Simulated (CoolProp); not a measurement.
Vapour-liquid equilibrium of n-heptane (1) + m-xylene (2) at 150 kPa; x and y are mole fractions of (1).

Values from CoolProp's multi-fluid Helmholtz-energy mixture model, Span 2003 and Zhou 2012; pair parameters Bell 2016.

```
x     bubble temperature (K)  y at the bubble point  dew temperature at overall composition x (K)  liquid density (mol/L)
----  ----------------------  ---------------------  --------------------------------------------  ----------------------
0.05                   423.0                  0.145                                         425.9                   6.934
0.15                   415.6                  0.356                                         422.8                   6.850
0.25                   409.8                  0.503                                         419.4                   6.757
0.35                   405.1                  0.612                                         415.8                   6.657
0.45                   401.1                  0.699                                         412.0                   6.554
0.55                   397.7                  0.770                                         407.9                   6.451
0.65                   394.6                  0.831                                         403.4                   6.347
0.75                   391.8                  0.885                                         398.7                   6.245
0.85                   389.1                  0.934                                         393.6                   6.143
0.95                   386.7                  0.979                                         388.2                   6.044
```

No azeotrope shows between x = 0.05 and 0.95.

The pair parameters rest on a limited set of measurements; away from them the model extrapolates.
